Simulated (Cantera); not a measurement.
A perfectly stirred reactor is fed with NH₃ : H₂ = 1 : 0.19 (molar parts), at 82.5 Torr; it is held at 1950 K, and followed from long to short residence time.

Model: the gas-phase N/H chemistry of the illustrative SiF4/NH3 mechanism in the Surface Chemkin manual (1991), integrated in Cantera. Walls and surfaces, which speed up NH3 decomposition in real reactors, are not modelled.

Question: What does this change do: H2 0.19 to 0.6 parts?

Answer: 
```json
[
 {"quantity": "x(NH₃) at τ = 17.0 s", "before": "0.0176", "after": "0.0145"},
 {"quantity": "x(H₂) at τ = 17.0 s", "before": "0.758", "after": "0.796"},
 {"quantity": "x(H) at τ = 17.0 s", "before": "0.00108", "after": "0.00122"},
 {"quantity": "x(N₂H₂) at τ = 17.0 s", "before": "5.41e-8", "after": "4.39e-8"},
 {"quantity": "x(NH₂) at τ = 17.0 s", "before": "7.16e-5", "after": "6.33e-5"},
 {"quantity": "x(NH₃) at τ = 0.260 s", "before": "0.476", "after": "0.376"},
 {"quantity": "x(H₂) at τ = 0.260 s", "before": "0.425", "after": "0.547"},
 {"quantity": "x(H) at τ = 0.260 s", "before": "0.000201", "after": "0.000278"},
 {"quantity": "x(N₂H₂) at τ = 0.260 s", "before": "2.64e-6", "after": "1.89e-6"},
 {"quantity": "x(NH₂) at τ = 0.260 s", "before": "0.000641", "after": "0.000544"}
]
```

Question: What does this change do: temperature 1950 to 2400 K?

Answer: 
```tsv
quantity	before	after
x(NH₃) at τ = 17.0 s	0.0176	5.02e-5
x(H₂) at τ = 17.0 s	0.758	0.736
x(H) at τ = 17.0 s	0.00108	0.0404
x(N₂H₂) at τ = 17.0 s	5.41e-8	8.60e-10
x(NH₂) at τ = 17.0 s	7.16e-5	8.91e-6
x(NH₃) at τ = 0.260 s	0.476	0.0124
x(H₂) at τ = 0.260 s	0.425	0.757
x(H) at τ = 0.260 s	0.000201	0.00651
x(N₂H₂) at τ = 0.260 s	2.64e-6	3.32e-7
x(NH₂) at τ = 0.260 s	0.000641	0.000346
```
